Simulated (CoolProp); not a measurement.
Hydrogen sulfide at 376.85 K and 0.609 MPa is throttled through a valve to 0.237 MPa with no heat exchange. Each further row changes one setting.

Model: reference Helmholtz-energy equation of state, Lemmon 2006, in CoolProp. It is a short technical equation, of lower accuracy than the large ones.

```json
[
 {"case": "as stated", "temperature change (K)": "-3.8", "final density (kg/m³)": "2.63"},
 {"case": "outlet pressure 0.0711 MPa", "temperature change (K)": "-5.6", "final density (kg/m³)": "0.787"},
 {"case": "outlet pressure 0.308 MPa", "temperature change (K)": "-3.1", "final density (kg/m³)": "3.42"}
]
```
